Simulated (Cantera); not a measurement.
Feed: 1 mol Si, a varied amount of HF, 23 mol N2, equilibrated at 1475 K and 1.00 bar.

Equilibrium computed with Cantera from the NASA thermochemical tables; the gas is ideal and each condensed phase is pure. Candidate condensed phases: Si, Si3N4; 37 gas species. N2 is the only nitrogen source here; it is nearly inert below about 1500 K, so the nitride shown seldom forms there in practice. Kinetics and transport are ignored.

Task: Which condensed phases are stable at each of these points (n(HF) (mol)): 2.4, 3, 3.8, 4.7, 5.8, 7.2, 9, 11?

Result: 
```
n(HF) (mol)  condensed phases  Si condensed (%)
-----------  ----------------  ----------------
2.4                  Si3N4(s)              40.2
3                    Si3N4(s)              25.3
3.8                  Si3N4(s)               5.3
4.7                  gas only               0.0
5.8                  gas only               0.0
7.2                  gas only               0.0
9                    gas only               0.0
11                   gas only               0.0
```

From 2.4 mol HF to 3.8 mol HF the condensed part is Si3N4(s). From 4.7 mol HF to 11 mol HF nothing is condensed.
